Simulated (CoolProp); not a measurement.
Vapour-liquid equilibrium of o-xylene (1) + n-decane (2) at 0.0441 bar; x and y are mole fractions of (1).

Computed with CoolProp (multi-fluid Helmholtz-energy mixture model, Zhou 2012 and Lemmon 2006; pair parameters Bell 2016).

**Question.** Give the bubble temperature and the first vapour's composition at x = 0.05, 0.2, 0.8. Is there an azeotrope?

**Answer.** x = 0.05: 79.5 °C, y = 0.141; x = 0.2: 73.7 °C, y = 0.449; x = 0.8: 58.7 °C, y = 0.934. No azeotrope shows between x = 0.05 and 0.95.

Pair parameters are fitted to limited data, so mixtures are less certain than the pure fluids.
